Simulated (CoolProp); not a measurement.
Carbon monoxide along the isotherm 74.7 K: fugacity coefficient from the reference equation and from simpler models built on Tc = 132.9 K, pc = 3.498 MPa, ω = 0.050; each cubic takes its own stable root.

The numbers come from the reference Helmholtz-energy equation of state, Lemmon 2006 in CoolProp. It is a short technical equation, of lower accuracy than the large ones.

```tsv
p (MPa)	phase	reference	van der Waals	Redlich-Kwong	Soave-Redlich-Kwong	Peng-Robinson
3.18	liquid	0.01549	0.07697	0.01283	0.01541	[?]
6.36	liquid	0.009200	0.04941	[?]	0.009152	0.009166
9.54	liquid	0.007279	0.04216	0.006014	0.007238	0.007113
12.7	liquid	[?]	[?]	0.005342	0.006435	0.006208
15.9	liquid	[?]	0.04111	[?]	0.006090	0.005767
19.1	liquid	0.006044	0.04356	0.004973	0.006000	0.005579
22.3	liquid	0.006125	0.04740	0.005033	[?]	0.005550
25.4	liquid	0.006324	0.05239	0.005190	0.006270	0.005628
```

Task: Some entries are withheld; supply them.

Result: 
- 3.18, Peng-Robinson: 0.01573
- 6.36, Redlich-Kwong: 0.007612
- 12.7, reference: 0.006475
- 12.7, van der Waals: 0.04036
- 15.9, reference: 0.006131
- 15.9, Redlich-Kwong: 0.005051
- 22.3, Soave-Redlich-Kwong: 0.006077
